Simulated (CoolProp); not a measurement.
The fluid at 293.15 K and 1.53 MPa is throttled through a valve to 0.919 MPa with no heat exchange. The same conditions are run with several fluids, on thermodynamics alone (safety and materials aside).

Model: reference Helmholtz-energy equation of state of each fluid (R227EA: Lemmon 2016; 1,2-dichloroethane: Thol 2015; p-xylene: Zhou 2012; fluoroethane (R161): Wu 2012; R114: Platzer 1990), in CoolProp. The equations of Platzer and Polt are older, rougher fits.

```tsv
fluid	temperature change (K)	final density (kg/m³)
R227EA	+0.1	…
1,2-dichloroethane	+0.3	…
p-xylene	+0.3	…
fluoroethane (R161)	+0.1	…
R114	…	…
```

Task: Some entries are withheld; supply them.

Result: 
- R227EA, final density (kg/m³): 1410
- 1,2-dichloroethane, final density (kg/m³): 1250
- p-xylene, final density (kg/m³): 861
- fluoroethane (R161), final density (kg/m³): 722
- R114, temperature change (K): +0.2
- R114, final density (kg/m³): 1470
